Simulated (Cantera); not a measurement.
Charge: 1 mol CuO, 8.8 mol CO, 4.3 mol N₂, held at 1075 °C and 1.00 bar.

Method: chemical equilibrium by Gibbs-energy minimisation in Cantera with the NASA 1993 tables (ideal gas, pure condensed phases). Candidate condensed phases: C, Cu, CuO, Cu₂O; 27 gas species. Kinetics and transport are ignored.

Base state: CO 0.595, N₂ 0.328, CO₂ 0.0763 (mole fractions); condensed: Cu(s).

What changes in the equilibrium state with this change: temperature from 1075 °C to 2102 °C?


| species | before | after |
|---|---|---|
| CO | 0.595 | 0.554 |
| N₂ | 0.328 | 0.305 |
| CO₂ | 0.0763 | 0.0709 |
| Cu | 4.68e-7 | 0.0695 |
| Cu₂ | <1e-9 | 0.000717 |
| NO | <1e-9 | 5.82e-5 |
| O | <1e-9 | 1.78e-5 |
| Cu(s), mol | 1.000 | 0 |
